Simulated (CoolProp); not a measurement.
Model: reference Helmholtz-energy equation of state, Zhou 2011, in CoolProp.

Give the vapour pressure (MPa), liquid cp (kJ/(kg K)), surface tension (mN/m) of saturated dimethyl carbonate at 229.65 °C.


| T (°C) | p (MPa) | liquid cp (kJ/(kg K)) | surface tension (mN/m) |
|---|---|---|---|
| 229.65 | 2.20 | 2.60 | 3.24 |

Surface tension comes from a separate correlation (Mulero 2014).
